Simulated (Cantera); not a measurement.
An adiabatic, constant-volume homogeneous reactor starts with CH₄ : O₂ : N₂ = 1 : 3.85 : 14.5 (molar parts), at 1225 K and 500000 Pa.

Computed with Cantera and GRI-Mech 3.0 (53 species, 325 reactions).

Task: Predict: time of steepest temperature rise; temperature at 3.00 s; equilibrium temperature; x(O₂) at 3.00 s; x(HO₂) at 3.00 s.

Result: 
```json
{
 "time_of_steepest_temperature_rise": "5.12 ms",
 "temperature at 3.00 s": "2490 K",
 "equilibrium_temperature": "2490 K",
 "x(O₂) at 3.00 s": "0.0872 (gas-phase equilibrium 0.0872)",
 "x(HO₂) at 3.00 s": "1.28e-5 (gas-phase equilibrium 1.28e-5)"
}
```
